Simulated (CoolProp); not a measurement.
Vapour-liquid equilibrium of propane (1) + c-C4F8 (RC318) (2) at 288.7 K; x and y are mole fractions of (1).

Model: multi-fluid Helmholtz-energy mixture model, Lemmon 2009 and Platzer 1990; pair parameters Bell 2016, in CoolProp. This equation is an older, rougher fit; its heat capacities, sound speeds and derivatives of the liquid may be far off and weren't checked against measurements.

| x | bubble pressure (MPa) | y at the bubble point | dew pressure at overall composition x (MPa) | liquid density (mol/L) |
|---|---|---|---|---|
| 0.05 | 0.3019 | 0.260 | … | 7.782 |
| 0.2 | 0.4787 | 0.573 | 0.2811 | 8.118 |
| 0.35 | 0.5907 | 0.686 | … | 8.496 |
| 0.5 | … | 0.747 | 0.4230 | … |
| 0.65 | 0.7012 | … | 0.5516 | 9.504 |
| 0.8 | … | 0.852 | … | 10.22 |
| 0.95 | 0.7468 | 0.949 | 0.7468 | 11.13 |

Fill in the missing entries.


- 0.05, dew pressure at overall composition x (MPa): 0.2397
- 0.35, dew pressure at overall composition x (MPa): 0.3387
- 0.5, bubble pressure (MPa): 0.6576
- 0.5, liquid density (mol/L): 8.946
- 0.65, y at the bubble point: 0.795
- 0.8, bubble pressure (MPa): 0.7328
- 0.8, dew pressure at overall composition x (MPa): 0.7048

y crosses x between x = 0.8 and 0.95: the model has an azeotrope there.

The pair parameters rest on a limited set of measurements; away from them the model extrapolates.
